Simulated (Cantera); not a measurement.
# Low-pressure radical oxidation in H2/O2

An isothermal, constant-pressure homogeneous reactor starts with 2.25 % H2, 97.8 % O2, equivalence ratio 0.011, at 1350 K and 0.0132 atm.

Model: GRI-Mech 3.0 (53 species, 325 reactions), integrated in Cantera. Radical loss at walls, strong at low pressure, is not modelled.

```csv
t (s),x H2,x O2,x OH,x H,x O,x H2O2
1.00e-5,0.0225,0.978,4.59e-10,2.06e-9,4.63e-10,<1e-12
4.44e-5,0.0225,0.978,5.99e-9,5.73e-9,6.26e-9,1.45e-12
0.000197,0.0225,0.978,5.90e-8,1.93e-8,6.87e-8,2.79e-11
0.000877,0.0225,0.978,4.22e-6,1.06e-6,5.28e-6,4.98e-10
0.00390,0.000301,0.957,0.00284,0.00160,0.0180,3.37e-8
0.0173,0.000177,0.959,0.00245,0.00129,0.0169,2.78e-8
0.0770,0.000127,0.964,0.00208,0.000764,0.0119,2.58e-8
0.342,4.25e-5,0.973,0.00121,0.000143,0.00386,1.81e-8
1.52,5.09e-6,0.977,0.000421,5.83e-6,0.000454,6.46e-9
6.75,4.49e-7,0.977,0.000125,1.52e-7,3.99e-5,1.27e-9
30.0,6.39e-8,0.977,4.74e-5,8.19e-9,5.68e-6,2.79e-10
```
x: mole fraction; the columns are a selection and need not sum to one.

Equilibrium at this temperature and pressure: H2 4.09e-8, O2 0.977, OH 3.79e-5, H 4.20e-9, O 3.64e-6, H2O2 2.06e-10 (gas phase only).
